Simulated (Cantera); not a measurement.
A perfectly stirred reactor is fed with C2H4 : H2 = 1 : 13 (molar parts), at 0.0267 bar; it is held at 1800 K, and followed from long to short residence time.

Model: GRI-Mech 3.0 (53 species, 325 reactions), integrated in Cantera. GRI-Mech 3.0 was tuned for natural gas; its chemistry of ethylene as a main component is partial and can be far from experiment. GRI-Mech 3.0 stops at C3 and has no aromatics, soot or wall deposition, so with more carbon than oxygen in the feed, carbon stays in small species such as C2H2 where larger ones or solid carbon would form. Radical loss at walls, strong at low pressure, is not modelled.

Q: Predict: x(C2H4) at τ = 1.30 s; x(H2) at τ = 1.30 s; x(CH2) at τ = 1.30 s; x(C2H6) at τ = 1.30 s; x(C2H2) at τ = 1.30 s; x(C2H4) at τ = 55.0 ms; x(H2) at τ = 55.0 ms; x(CH2) at τ = 55.0 ms; x(C2H6) at τ = 55.0 ms; x(C2H2) at τ = 55.0 ms.

A: 
```json
{
  "x(C2H4) at τ = 1.30 s": "9.91e-5",
  "x(H2) at τ = 1.30 s": "0.932",
  "x(CH2) at τ = 1.30 s": "6.47e-9",
  "x(C2H6) at τ = 1.30 s": "1.09e-9",
  "x(C2H2) at τ = 1.30 s": "0.0665",
  "x(C2H4) at τ = 55.0 ms": "0.00534",
  "x(H2) at τ = 55.0 ms": "0.933",
  "x(CH2) at τ = 55.0 ms": "2.56e-9",
  "x(C2H6) at τ = 55.0 ms": "2.10e-8",
  "x(C2H2) at τ = 55.0 ms": "0.0617"
}
```
